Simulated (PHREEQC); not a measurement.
4.6 g of hydrous ferric oxide (600 m²/g; 0.2 weak and 0.005 strong sites per Fe, Dzombak-Morel constants, diffuse double layer) in 1 kg of water with 0.3 mol/kgw of an inert sodium salt and 0.00016 mol/kgw NaH2PO4, at 25 °C; the pH is set by adding NaOH or the inert anion's acid. O2 is buffered at 0.21 atm. No CO2 enters from the air. Precipitation was switched off in this run.

The numbers come from PHREEQC with the ion-association model, wateq4f.dat.

```
pH   P sorbed (%)  surface charge σ (C/m²)  surface potential ψ (mV)
---  ------------  -----------------------  ------------------------
3           100.0                    0.362                       124
3.5         100.0                    0.356                       124
4           100.0                    0.341                       121
4.5         100.0               (withheld)                       117
5           100.0                    0.263                       108
5.5         100.0                    0.206                        96
6.5         100.0                    0.102                (withheld)
7           100.0                    0.063                        45
7.5         100.0                    0.031                        24
8            99.9               (withheld)                         3
8.5          99.2                   -0.024                       -19
9            95.8                   -0.054                       -39
```

Complete the blanks.


- 4.5, surface charge σ (C/m²): 0.311
- 6.5, surface potential ψ (mV): 64
- 8, surface charge σ (C/m²): 0.003

H3PO4, which wateq4f.dat lacks, is added to it with the constant of phreeqc.dat. The oxide is taken as insoluble; below pH 4 it would dissolve.
